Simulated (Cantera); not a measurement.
Feed: 1 mol CsF, 2.4 mol O2, 15 mol N2, held at 1475 K and 1.50e-6 bar.

Equilibrium computed with Cantera from the NASA thermochemical tables; the gas is ideal and each condensed phase is pure. Candidate condensed phases: Cs, CsF; 23 gas species. Rates play no part.

Base state: N2 0.814, O2 0.130, CsF 0.0543, NO 0.000863, O 0.000844, F 5.11e-5, Cs 5.11e-5 (mole fractions); condensed: gas only.

Problem. What changes in the equilibrium state with this change: CsF replaced by BaCl2?

Solution. 
| species | before | after |
|---|---|---|
| N2 | 0.814 | 0.814 |
| O2 | 0.130 | 0.129 |
| BaCl2 | 0 | 0.0538 |
| CsF | 0.0543 | 0 |
| Cl | 0 | 0.00101 |
| BaCl | 0 | 7.13e-5 |
| F | 5.11e-5 | 0 |
| Cs | 5.11e-5 | 0 |
| NO | 0.000863 | 0.000862 |
| BaO(s), mol | 0 | 0.00863 |
Condensed phases not in the tables: oxide chlorides. Further candidate phases: Ba, BaCl2, BaO.

Problem. What changes in the equilibrium state with this change: temperature from 1475 K to 1525 K?

Solution. 
```
species    before     after
-------  --------  --------
N2          0.814     0.814
O2          0.130     0.129
CsF        0.0543    0.0542
O        0.000844   0.00166
Cs        5.11e-5  0.000102
F         5.11e-5  0.000102
NO       0.000863   0.00110
```
